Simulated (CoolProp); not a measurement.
Saturation properties of hydrogen sulfide.

Computed with CoolProp (reference Helmholtz-energy equation of state, Lemmon 2006). It is a short technical equation, of lower accuracy than the large ones.

```json
[
 {"T (K)": "202.5", "p (bar)": "0.5813", "liquid density (kg/m³)": "967.2", "vapour density (kg/m³)": "1.195", "enthalpy of vaporisation (kJ/kg)": "558.4", "surface tension (mN/m)": "30.5"},
 {"T (K)": "209.8", "p (bar)": "0.8656", "liquid density (kg/m³)": "954.5", "vapour density (kg/m³)": "1.727", "enthalpy of vaporisation (kJ/kg)": "550.0", "surface tension (mN/m)": "29.0"},
 {"T (K)": "217.1", "p (bar)": "1.251", "liquid density (kg/m³)": "941.7", "vapour density (kg/m³)": "2.427", "enthalpy of vaporisation (kJ/kg)": "541.4", "surface tension (mN/m)": "27.4"},
 {"T (K)": "224.4", "p (bar)": "1.759", "liquid density (kg/m³)": "928.6", "vapour density (kg/m³)": "3.327", "enthalpy of vaporisation (kJ/kg)": "532.5", "surface tension (mN/m)": "25.9"},
 {"T (K)": "231.7", "p (bar)": "2.416", "liquid density (kg/m³)": "915.3", "vapour density (kg/m³)": "4.464", "enthalpy of vaporisation (kJ/kg)": "523.4", "surface tension (mN/m)": "24.3"},
 {"T (K)": "239", "p (bar)": "3.248", "liquid density (kg/m³)": "901.7", "vapour density (kg/m³)": "5.876", "enthalpy of vaporisation (kJ/kg)": "513.8", "surface tension (mN/m)": "22.8"},
 {"T (K)": "246.3", "p (bar)": "4.282", "liquid density (kg/m³)": "887.8", "vapour density (kg/m³)": "7.606", "enthalpy of vaporisation (kJ/kg)": "503.9", "surface tension (mN/m)": "21.3"},
 {"T (K)": "253.5", "p (bar)": "5.530", "liquid density (kg/m³)": "873.7", "vapour density (kg/m³)": "9.667", "enthalpy of vaporisation (kJ/kg)": "493.7", "surface tension (mN/m)": "19.9"},
 {"T (K)": "260.8", "p (bar)": "7.056", "liquid density (kg/m³)": "859.0", "vapour density (kg/m³)": "12.17", "enthalpy of vaporisation (kJ/kg)": "482.7", "surface tension (mN/m)": "18.4"},
 {"T (K)": "268.1", "p (bar)": "8.876", "liquid density (kg/m³)": "843.9", "vapour density (kg/m³)": "15.14", "enthalpy of vaporisation (kJ/kg)": "471.2", "surface tension (mN/m)": "17.0"},
 {"T (K)": "275.4", "p (bar)": "11.02", "liquid density (kg/m³)": "828.2", "vapour density (kg/m³)": "18.64", "enthalpy of vaporisation (kJ/kg)": "459.1", "surface tension (mN/m)": "15.6"},
 {"T (K)": "282.7", "p (bar)": "13.53", "liquid density (kg/m³)": "811.9", "vapour density (kg/m³)": "22.76", "enthalpy of vaporisation (kJ/kg)": "446.1", "surface tension (mN/m)": "14.2"},
 {"T (K)": "290", "p (bar)": "16.43", "liquid density (kg/m³)": "795.0", "vapour density (kg/m³)": "27.57", "enthalpy of vaporisation (kJ/kg)": "432.3", "surface tension (mN/m)": "12.8"},
 {"T (K)": "297.3", "p (bar)": "19.76", "liquid density (kg/m³)": "777.3", "vapour density (kg/m³)": "33.18", "enthalpy of vaporisation (kJ/kg)": "417.6", "surface tension (mN/m)": "11.5"}
]
```

It boils at 212.9 K under 1 atm.

Surface tension comes from a separate correlation (Mulero 2012).
